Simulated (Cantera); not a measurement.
A closed system holds: 1 mol Si, 0.61 mol F2, a varied amount of H2, at 925 K and 0.000610 bar.

Method: chemical equilibrium by Gibbs-energy minimisation in Cantera with the NASA 1993 tables (ideal gas, pure condensed phases). Candidate condensed phases: Si; 25 gas species. The tables' values for SiF3 are old estimates; treat these amounts as uncertain. The numbers say what is thermodynamically allowed, not how fast it happens.

x: gas mole fraction; n: condensed amount in mol.

| n(H2) (mol) | x H2 | x SiF4 | x SiHF3 | x SiF3 | x SiH2F2 | x HF | x SiF2 | n Si(s) |
|---|---|---|---|---|---|---|---|---|
| 1.8 | 0.854 | 0.142 | 0.00318 | 0.000277 | 3.91e-5 | 2.18e-5 | 1.57e-6 | 0.693 |
| 2.4 | 0.886 | 0.111 | 0.00268 | 0.000229 | 3.58e-5 | 2.09e-5 | 1.38e-6 | 0.693 |
| 3.1 | 0.910 | 0.0877 | 0.00228 | 0.000193 | 3.27e-5 | 1.99e-5 | 1.23e-6 | 0.693 |
| 4 | 0.929 | [?] | [?] | 0.000161 | [?] | 1.90e-5 | 1.09e-6 | 0.693 |
| 5.2 | 0.944 | 0.0541 | 0.00162 | 0.000134 | 2.67e-5 | 1.80e-5 | 9.66e-7 | 0.693 |
| 6.8 | 0.957 | 0.0418 | 0.00134 | 0.000111 | 2.38e-5 | 1.70e-5 | 8.49e-7 | 0.692 |
| 8.8 | 0.966 | [?] | [?] | 9.17e-5 | [?] | 1.60e-5 | 7.49e-7 | 0.692 |
| 11 | 0.973 | 0.0262 | 0.000954 | 7.78e-5 | 1.91e-5 | 1.52e-5 | 6.72e-7 | 0.692 |
| 15 | 0.980 | 0.0193 | 0.000762 | 6.19e-5 | 1.65e-5 | 1.42e-5 | 5.77e-7 | 0.692 |
| 19 | 0.984 | 0.0153 | 0.000640 | 5.19e-5 | 1.48e-5 | 1.34e-5 | 5.13e-7 | 0.692 |
| 25 | 0.988 | 0.0116 | 0.000523 | 4.23e-5 | 1.29e-5 | 1.25e-5 | 4.48e-7 | 0.691 |
| 33 | 0.991 | 0.00881 | 0.000425 | 3.44e-5 | 1.13e-5 | 1.17e-5 | 3.90e-7 | 0.691 |
| 42 | 0.993 | 0.00691 | 0.000355 | 2.87e-5 | 1.00e-5 | 1.10e-5 | 3.45e-7 | 0.691 |

Task: Complete the blanks.

Result: 
- 4, x SiF4: 0.0693
- 4, x SiHF3: 0.00193
- 4, x SiH2F2: 2.97e-5
- 8.8, x SiF4: 0.0326
- 8.8, x SiHF3: 0.00112
- 8.8, x SiH2F2: 2.12e-5
